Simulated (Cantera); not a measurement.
A closed system holds: 1 mol Fe(CO)₅, a varied amount of H₂, at 1.00 bar.

Points: T (K) = 948, 973, 998, 1023, 1048, 1073, 1098, 1123, 1148, 1173, 1198; n(H2) (mol) = 2.1, 2.9, 3.8, 4.6, 5.5, 6.3, 7.2, 8, 8.9, 9.7, 11, 12.

Cantera's Mixture.equilibrate('TP', solver="vcs", rtol=1e-11, max_steps=5000) on the NASA tables stopped like this:

```
ERROR: FAILURE its = 5001!

*******************************************************************************
CanteraError thrown by MultiPhase::equilibrate:
VCS solver failed. Return code: -1
*******************************************************************************
```

Problem. What got this run through?

Solution. Several could match; the one computed here: The failure is numerical, not chemical. The same input converged with solver="gibbs", rtol=1e-10, max_steps=50000, and the result passed a check of the equilibrium conditions:
```
    948        2.1  C(gr) + FeO(s)
    948        2.9  C(gr) + FeO(s)
    948        3.8  C(gr) + FeO(s)
    948        4.6  C(gr) + FeO(s)
    948        5.5  C(gr) + FeO(s)
    948        6.3  C(gr) + FeO(s)
    948        7.2  C(gr) + FeO(s)
    948          8  C(gr) + FeO(s)
    948        8.9  C(gr) + FeO(s)
    948        9.7  C(gr) + FeO(s)
    948         11  C(gr) + Fe(a) + FeO(s)
    948         12  C(gr) + Fe(a) + FeO(s)
    973        2.1  C(gr) + FeO(s)
    973        2.9  C(gr) + FeO(s)
    973        3.8  C(gr) + FeO(s)
    973        4.6  C(gr) + FeO(s)
    973        5.5  C(gr) + FeO(s)
    973        6.3  C(gr) + Fe(a) + FeO(s)
    973        7.2  C(gr) + Fe(a)
    973          8  C(gr) + Fe(a)
    973        8.9  C(gr) + Fe(a)
    973        9.7  C(gr) + Fe(a)
    973         11  C(gr) + Fe(a)
    973         12  C(gr) + Fe(a)
    998        2.1  C(gr) + FeO(s)
    998        2.9  C(gr) + Fe(a) + FeO(s)
    998        3.8  C(gr) + Fe(a)
    998        4.6  C(gr) + Fe(a)
    998        5.5  C(gr) + Fe(a)
    998        6.3  C(gr) + Fe(a)
    998        7.2  C(gr) + Fe(a)
    998          8  C(gr) + Fe(a)
    998        8.9  C(gr) + Fe(a)
    998        9.7  C(gr) + Fe(a)
    998         11  C(gr) + Fe(a)
    998         12  C(gr) + Fe(a)
   1023        2.1  C(gr) + Fe(a)
   1023        2.9  C(gr) + Fe(a)
   1023        3.8  C(gr) + Fe(a)
   1023        4.6  C(gr) + Fe(a)
   1023        5.5  C(gr) + Fe(a)
   1023        6.3  C(gr) + Fe(a)
   1023        7.2  C(gr) + Fe(a)
   1023          8  C(gr) + Fe(a)
   1023        8.9  C(gr) + Fe(a)
   1023        9.7  C(gr) + Fe(a)
   1023         11  C(gr) + Fe(a)
   1023         12  C(gr) + Fe(a)
   1048        2.1  C(gr) + Fe(a)
   1048        2.9  C(gr) + Fe(a)
   1048        3.8  C(gr) + Fe(a)
   1048        4.6  C(gr) + Fe(a)
   1048        5.5  C(gr) + Fe(a)
   1048        6.3  C(gr) + Fe(a)
   1048        7.2  C(gr) + Fe(a)
   1048          8  C(gr) + Fe(a)
   1048        8.9  C(gr) + Fe(a)
   1048        9.7  C(gr) + Fe(a)
   1048         11  C(gr) + Fe(a)
   1048         12  C(gr) + Fe(a)
   1073        2.1  C(gr) + Fe(a)
   1073        2.9  C(gr) + Fe(a)
   1073        3.8  C(gr) + Fe(a)
   1073        4.6  C(gr) + Fe(a)
   1073        5.5  C(gr) + Fe(a)
   1073        6.3  C(gr) + Fe(a)
   1073        7.2  C(gr) + Fe(a)
   1073          8  C(gr) + Fe(a)
   1073        8.9  C(gr) + Fe(a)
   1073        9.7  C(gr) + Fe(a)
   1073         11  C(gr) + Fe(a)
   1073         12  C(gr) + Fe(a)
   1098        2.1  C(gr) + Fe(a)
   1098        2.9  C(gr) + Fe(a)
   1098        3.8  C(gr) + Fe(a)
   1098        4.6  C(gr) + Fe(a)
   1098        5.5  C(gr) + Fe(a)
   1098        6.3  C(gr) + Fe(a)
   1098        7.2  C(gr) + Fe(a)
   1098          8  C(gr) + Fe(a)
   1098        8.9  C(gr) + Fe(a)
   1098        9.7  C(gr) + Fe(a)
   1098         11  C(gr) + Fe(a)
   1098         12  C(gr) + Fe(a)
   1123        2.1  C(gr) + Fe(a)
   1123        2.9  C(gr) + Fe(a)
   1123        3.8  C(gr) + Fe(a)
   1123        4.6  C(gr) + Fe(a)
   1123        5.5  C(gr) + Fe(a)
   1123        6.3  C(gr) + Fe(a)
   1123        7.2  C(gr) + Fe(a)
   1123          8  C(gr) + Fe(a)
   1123        8.9  C(gr) + Fe(a)
   1123        9.7  C(gr) + Fe(a)
   1123         11  C(gr) + Fe(a)
   1123         12  C(gr) + Fe(a)
   1148        2.1  C(gr) + Fe(a)
   1148        2.9  C(gr) + Fe(a)
   1148        3.8  C(gr) + Fe(a)
   1148        4.6  C(gr) + Fe(a)
   1148        5.5  C(gr) + Fe(a)
   1148        6.3  C(gr) + Fe(a)
   1148        7.2  C(gr) + Fe(a)
   1148          8  C(gr) + Fe(a)
   1148        8.9  C(gr) + Fe(a)
   1148        9.7  C(gr) + Fe(a)
   1148         11  C(gr) + Fe(a)
   1148         12  C(gr) + Fe(a)
   1173        2.1  C(gr) + Fe(a)
   1173        2.9  C(gr) + Fe(a)
   1173        3.8  C(gr) + Fe(a)
   1173        4.6  C(gr) + Fe(a)
   1173        5.5  C(gr) + Fe(a)
   1173        6.3  C(gr) + Fe(a)
   1173        7.2  C(gr) + Fe(a)
   1173          8  C(gr) + Fe(a)
   1173        8.9  C(gr) + Fe(a)
   1173        9.7  C(gr) + Fe(a)
   1173         11  C(gr) + Fe(a)
   1173         12  C(gr) + Fe(a)
   1198        2.1  C(gr) + Fe(c)
   1198        2.9  C(gr) + Fe(c)
   1198        3.8  C(gr) + Fe(c)
   1198        4.6  C(gr) + Fe(c)
   1198        5.5  C(gr) + Fe(c)
   1198        6.3  C(gr) + Fe(c)
   1198        7.2  C(gr) + Fe(c)
   1198          8  C(gr) + Fe(c)
   1198        8.9  C(gr) + Fe(c)
   1198        9.7  C(gr) + Fe(c)
   1198         11  C(gr) + Fe(c)
   1198         12  Fe(c)
```

The gas is ideal and each condensed phase is pure. The tables' stoichiometric FeO is somewhat more stable than real wüstite, so its field is too wide. FeO: taken at fixed stoichiometry. Condensed phases not in the tables: cementite and carbon dissolved in iron.
